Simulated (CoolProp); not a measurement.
Vapour-liquid equilibrium of n-octane (1) + ethylbenzene (2) at 0.285 MPa; x and y are mole fractions of (1).

The numbers come from the multi-fluid Helmholtz-energy mixture model, Beckmüller 2019 and Zhou 2012; pair parameters Bell 2016 in CoolProp.

Q: Give the bubble temperature and the first vapour's composition at x = 0.25, 0.65, 0.85. Is there an azeotrope?

A: x = 0.25: 447.4 K, y = 0.313; x = 0.65: 442.7 K, y = 0.689; x = 0.85: 441.3 K, y = 0.864. No azeotrope shows between x = 0.05 and 0.95.

Pair parameters are fitted to limited data, so mixtures are less certain than the pure fluids.
